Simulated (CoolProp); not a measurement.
A Linde-Hampson liquefier for carbon monoxide: isothermal reversible compression at 300 K from 1 atm to 15 MPa, throttling to 1 atm, return gas leaving the recuperator 2 K below the feed. Each further row changes one setting.

The numbers come from the reference Helmholtz-energy equation of state, Lemmon 2006 in CoolProp. It is a short technical equation, of lower accuracy than the large ones.

```csv
case,liquid yield per pass,compression work (kJ/kg of gas)
as stated,0.066,444
high pressure 30 MPa,0.097,509
warm-end temperature 330 K,0.048,491
warm-end gap 7 K,0.055,444
```
